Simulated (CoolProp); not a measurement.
Computed with CoolProp (reference Helmholtz-energy equation of state, Lemmon 2006). It is a short technical equation, of lower accuracy than the large ones.

Problem. For nitrous oxide, give the phase and the cp (kJ/(kg K)), speed of sound (m/s) at 212.6 K and 0.0283 MPa.

Solution. 
- 212.6 K and 0.0283 MPa: gas; cp 0.784, speed of sound 230
